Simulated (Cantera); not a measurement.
Charge: 1 mol B2O3, 1.6 mol O2, at 750 Torr.

Equilibrium computed with Cantera from the NASA thermochemical tables; the gas is ideal and each condensed phase is pure. Candidate condensed phases: B, B2O3; 10 gas species. Equilibrium is a limit: real reactors are often held back by kinetics, nucleation or transport.

What share of the B ends up in condensed phases as a function of T (K), at 1573, 1623, 1673, 1723, 1773, 1823, 1873, 1923, 1973, 2023?


```csv
T (K),B condensed (%),as
1573,100.0,B2O3(l)
1623,100.0,B2O3(l)
1673,99.9,B2O3(l)
1723,99.8,B2O3(l)
1773,99.6,B2O3(l)
1823,99.2,B2O3(l)
1873,98.4,B2O3(l)
1923,97.0,B2O3(l)
1973,94.5,B2O3(l)
2023,90.2,B2O3(l)
```
